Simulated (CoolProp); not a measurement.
Vapour-liquid equilibrium of R125 (1) + R236FA (2) at 24.35 °C; x and y are mole fractions of (1).

Values from CoolProp's multi-fluid Helmholtz-energy mixture model, Lemmon 2005 and Pan 2012; pair parameters Bell 2016.

Task: Give the bubble pressure and the first vapour's composition at x = 0.05, 0.35, 0.8. Is there an azeotrope?

Result: x = 0.05: 3.140 bar, y = 0.180; x = 0.35: 6.107 bar, y = 0.678; x = 0.8: 11.02 bar, y = 0.932. No azeotrope shows between x = 0.05 and 0.95.

The pair parameters rest on a limited set of measurements; away from them the model extrapolates.
